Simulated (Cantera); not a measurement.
# Pyrogenic steam for wet oxidation

An isothermal, constant-pressure homogeneous reactor starts with H2 : O2 : N2 : H2O = 0.64 : 1 : 19 : 1.9 (molar parts), at 1000 K and 428 Torr.

Cantera simulation using the H2/O2 subset of GRI-Mech 3.0, which has no nitrogen chemistry; the numbers are that mechanism's predictions, not measurements.

```json
[
 {"t (s)": "9.00e-6", "x H2": "0.0284", "x O2": "0.0444", "x HO2": "5.11e-12", "x O": "<1e-12", "x H2O2": "<1e-12", "x OH": "<1e-12", "x H": "4.21e-12"},
 {"t (s)": "4.70e-5", "x H2": "0.0284", "x O2": "0.0444", "x HO2": "3.41e-11", "x O": "3.93e-12", "x H2O2": "<1e-12", "x OH": "1.78e-12", "x H": "1.96e-11"},
 {"t (s)": "0.000246", "x H2": "0.0284", "x O2": "0.0444", "x HO2": "4.60e-10", "x O": "5.05e-11", "x H2O2": "<1e-12", "x OH": "1.93e-11", "x H": "1.71e-10"},
 {"t (s)": "0.00128", "x H2": "0.0284", "x O2": "0.0444", "x HO2": "2.70e-7", "x O": "2.37e-8", "x H2O2": "6.47e-10", "x OH": "9.01e-9", "x H": "7.71e-8"},
 {"t (s)": "0.00671", "x H2": "0.00180", "x O2": "0.0315", "x HO2": "1.49e-5", "x O": "1.14e-5", "x H2O2": "2.93e-6", "x OH": "1.63e-5", "x H": "8.11e-6"},
 {"t (s)": "0.0351", "x H2": "0.000725", "x O2": "0.0309", "x HO2": "8.62e-6", "x O": "9.14e-7", "x H2O2": "4.99e-6", "x OH": "1.98e-6", "x H": "4.09e-7"},
 {"t (s)": "0.183", "x H2": "0.000176", "x O2": "0.0307", "x HO2": "3.26e-6", "x O": "1.32e-7", "x H2O2": "9.19e-7", "x OH": "7.31e-7", "x H": "3.91e-8"},
 {"t (s)": "0.957", "x H2": "2.30e-5", "x O2": "0.0306", "x HO2": "5.68e-7", "x O": "5.21e-9", "x H2O2": "3.02e-8", "x OH": "1.66e-7", "x H": "1.23e-9"},
 {"t (s)": "5.00", "x H2": "1.81e-6", "x O2": "0.0306", "x HO2": "5.39e-8", "x O": "1.50e-10", "x H2O2": "4.21e-10", "x OH": "4.94e-8", "x H": "3.21e-11"}
]
```
x: mole fraction; the columns are a selection and need not sum to one.

Equilibrium at this temperature and pressure: H2 7.61e-11, O2 0.0306, HO2 2.04e-10, O 3.67e-11, H2O2 4.25e-11, OH 8.77e-8, H <1e-12 (gas phase only).
